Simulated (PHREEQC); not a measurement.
A solution holds 19 mmol/kgw HF and 0.019 mmol/kgw Na2SO4, at 70 °C. It is in equilibrium with CO2 at log p = -3.5 (atm). Otherwise closed; pH follows from the charge balance.

Equilibrium calculation in PHREEQC: ion-association model, phreeqc.dat.

**Question.** The ionic strength comes out as 0.00239 mol/kgw. What activity coefficients do SO4-2, HF2-, H+, Na+, F- get?

**Answer.** SO4-2 0.79, HF2- 0.94, H+ 0.95, Na+ 0.94, F- 0.94.

Precipitation was switched off in this run. At this temperature some constants are extrapolated from 25 °C, and those without enthalpy data are left unchanged.
